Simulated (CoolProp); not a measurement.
Vapour-liquid equilibrium of carbon dioxide (1) + R152A (2) at 817 kPa; x and y are mole fractions of (1).

Model: multi-fluid Helmholtz-energy mixture model, Span 1996 and Outcalt 1996; pair parameters Bell 2016, in CoolProp.

```csv
x,"bubble temperature, mixture model (°C)","bubble temperature, Raoult's law (°C)","y, mixture model","y, Raoult's law"
0.05,24.8,22.0,0.275,0.367
0.2,-0.8,-3.6,0.713,0.774
0.35,-16.4,-18.0,0.865,0.896
0.5,-26.6,-27.6,0.930,0.947
0.65,-33.8,-34.5,0.963,0.973
0.8,-39.4,-39.9,0.983,0.988
0.95,-44.1,-44.2,0.996,0.998
```

The largest gap from Raoult's law is +2.8 K in bubble temperature, at x = 0.2. No azeotrope shows between x = 0.05 and 0.95.

Pair parameters are fitted to limited data, so mixtures are less certain than the pure fluids.
